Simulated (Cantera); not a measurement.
Feed: 1 mol SiCl4, 2 mol H2, 1.5 mol Cl2, held at 1.00 bar.

Cantera equilibrium calculation (NASA polynomials, part measured and part estimated; ideal gas, pure solids and liquids). Candidate condensed phases: Si; 19 gas species. The tables' values for SiCl3 are old estimates; treat these amounts as uncertain. Equilibrium is a limit: real reactors are often held back by kinetics, nucleation or transport.

log p: log10 of the partial pressure in bar; nothing condenses.

```json
[
 {"T (K)": "573", "log p HCl": "-0.18", "log p SiCl4": "-0.65", "log p H2": "-0.95", "log p SiCl3": "-11.74", "log p SiHCl3": "…"},
 {"T (K)": "723", "log p HCl": "-0.18", "log p SiCl4": "-0.65", "log p H2": "-0.95", "log p SiCl3": "-8.39", "log p SiHCl3": "…"},
 {"T (K)": "873", "log p HCl": "-0.18", "log p SiCl4": "-0.65", "log p H2": "-0.95", "log p SiCl3": "-6.20", "log p SiHCl3": "…"},
 {"T (K)": "1023", "log p HCl": "-0.18", "log p SiCl4": "-0.65", "log p H2": "-0.96", "log p SiCl3": "-4.66", "log p SiHCl3": "…"},
 {"T (K)": "1173", "log p HCl": "-0.18", "log p SiCl4": "-0.66", "log p H2": "-0.96", "log p SiCl3": "-3.53", "log p SiHCl3": "…"},
 {"T (K)": "1323", "log p HCl": "-0.17", "log p SiCl4": "-0.66", "log p H2": "-0.97", "log p SiCl3": "-2.67", "log p SiHCl3": "…"},
 {"T (K)": "1473", "log p HCl": "-0.17", "log p SiCl4": "-0.68", "log p H2": "-0.99", "log p SiCl3": "-2.02", "log p SiHCl3": "…"}
]
```

Task: Complete the blanks.

Result: 
- 573, log p SiHCl3: -6.28
- 723, log p SiHCl3: -4.96
- 873, log p SiHCl3: -4.10
- 1023, log p SiHCl3: -3.51
- 1173, log p SiHCl3: -3.07
- 1323, log p SiHCl3: -2.75
- 1473, log p SiHCl3: -2.54
